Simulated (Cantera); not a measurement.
Feed: 1 mol SiHCl₃, a varied amount of H₂, at 1073.15 K and 1 atm.

Equilibrium computed with Cantera from the NASA thermochemical tables; the gas is ideal and each condensed phase is pure. Candidate condensed phases: Si; 19 gas species. The tables' values for SiCl₃ are old estimates; treat these amounts as uncertain. Rates play no part.

**Question.** At 290 mol H₂, list the 5 most abundant gas species with their mole fractions, and the condensed phases.

**Answer.** H₂ 0.993, HCl 0.00535, SiHCl₃ 0.000889, SiCl₄ 0.000390, SiH₂Cl₂ 0.000236. Condensed: Si(s).
